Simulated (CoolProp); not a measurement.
The numbers come from the reference Helmholtz-energy equation of state, de Vries 1995 in CoolProp.

### Question
For R124, give the phase and the cp (kJ/(kg K)), isothermal compressibility (1/MPa) at 53.25 °C and 4.64 MPa; 114.75 °C and 4.64 MPa.

### Answer
- 53.25 °C and 4.64 MPa: liquid; cp 1.18, isothermal compressibility 0.00551
- 114.75 °C and 4.64 MPa: liquid; cp 1.61, isothermal compressibility 0.0434
